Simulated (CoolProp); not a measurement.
Aqueous ethylene glycol as a coolant, 15 % by mass, freezing at -5.4 °C, 1 atm.

Values from CoolProp's Melinder's fits for secondary coolants.

```tsv
T (°C)	cp (kJ/(kg K))	density (kg/m³)	viscosity (mPa s)	conductivity (W/(m K))
-1.3	3.951	1021	2.86	(withheld)
2.3	3.954	1021	2.52	0.507
5.9	3.958	1020	2.23	0.512
9.6	3.962	1020	1.98	0.517
13.2	3.966	1019	(withheld)	0.521
16.9	(withheld)	(withheld)	1.59	0.526
20.5	3.975	(withheld)	1.43	(withheld)
24.1	3.979	1016	1.30	0.535
27.8	3.984	1015	(withheld)	0.539
31.4	3.989	1014	1.09	0.544
```

Q: Some entries are withheld; supply them.

A: 
- -1.3, conductivity (W/(m K)): 0.502
- 13.2, viscosity (mPa s): 1.77
- 16.9, cp (kJ/(kg K)): 3.970
- 16.9, density (kg/m³): 1018
- 20.5, density (kg/m³): 1017
- 20.5, conductivity (W/(m K)): 0.531
- 27.8, viscosity (mPa s): 1.19
